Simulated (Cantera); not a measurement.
Charge: 1 mol BCl3, 3.5 mol O2, 0.73 mol N2, equilibrated at 602 °C and 1.20 Torr.

Method: chemical equilibrium by Gibbs-energy minimisation in Cantera with the NASA 1993 tables (ideal gas, pure condensed phases). Candidate condensed phases: B, BN, B2O3; 25 gas species. The numbers say what is thermodynamically allowed, not how fast it happens.

Base state: O2 0.552, Cl2 0.301, N2 0.147, Cl 0.000632 (mole fractions); condensed: B2O3(l).

Q: What changes in the equilibrium state with this change: BCl3 replaced by B2O3?

A: 
| species | before | after |
|---|---|---|
| O2 | 0.552 | 0.827 |
| N2 | 0.147 | 0.173 |
| Cl2 | 0.301 | 0 |
| Cl | 0.000632 | 0 |
| B2O3(l), mol | 0.500 | 1.00 |
